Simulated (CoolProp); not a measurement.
Values from CoolProp's reference Helmholtz-energy equation of state, Wagner 2002.

Task: Give the vapour pressure (MPa), enthalpy of vaporisation (kJ/kg), surface tension (mN/m), liquid conductivity (mW/(m K)) of saturated water at 350.9 K.

Result: 
```
T (K)  p (MPa)  enthalpy of vaporisation (kJ/kg)  surface tension (mN/m)  liquid conductivity (mW/(m K))
-----  -------  --------------------------------  ----------------------  ------------------------------
350.9   0.0433                              2310                    63.1                             665
```

Thermal conductivity comes from a separate model (Huber 2012). Surface tension comes from a separate correlation (Mulero 2012).
